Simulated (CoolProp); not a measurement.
Vapour-liquid equilibrium of R124 (1) + R142b (2) at 140 kPa; x and y are mole fractions of (1).

Model: multi-fluid Helmholtz-energy mixture model, de Vries 1995 and Lemmon 2006; pair parameters Bell 2016, in CoolProp.

Task: Give the bubble temperature and the first vapour's composition at x = 0.05, 0.2, 0.8. Is there an azeotrope?

Result: x = 0.05: -1.0 °C, y = 0.054; x = 0.2: -1.3 °C, y = 0.212; x = 0.8: -3.0 °C, y = 0.824. No azeotrope shows between x = 0.05 and 0.95.

Pair parameters are fitted to limited data, so mixtures are less certain than the pure fluids.
